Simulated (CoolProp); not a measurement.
Vapour-liquid equilibrium of R143a (1) + R134a (2) at 243.9 K; x and y are mole fractions of (1).

Values from CoolProp's multi-fluid Helmholtz-energy mixture model, Lemmon and Jacobsen 2000 and Tillner-Roth 1994; pair parameters Lemmon 2004.

| x | bubble pressure, mixture model (MPa) | bubble pressure, Raoult's law (MPa) | y, mixture model | y, Raoult's law |
|---|---|---|---|---|
| 0.05 | 0.09398 | 0.09413 | 0.113 | 0.118 |
| 0.2 | 0.1138 | 0.1142 | 0.377 | 0.388 |
| 0.35 | 0.1337 | 0.1343 | 0.564 | 0.577 |
| 0.5 | 0.1537 | 0.1544 | 0.705 | 0.717 |
| 0.65 | 0.1738 | 0.1745 | 0.815 | 0.825 |
| 0.8 | 0.1941 | 0.1946 | 0.904 | 0.910 |
| 0.95 | 0.2145 | 0.2147 | 0.978 | 0.980 |

The largest gap from Raoult's law is -0.4 % in bubble pressure, at x = 0.35. No azeotrope shows between x = 0.05 and 0.95.

Pair parameters are fitted to limited data, so mixtures are less certain than the pure fluids.
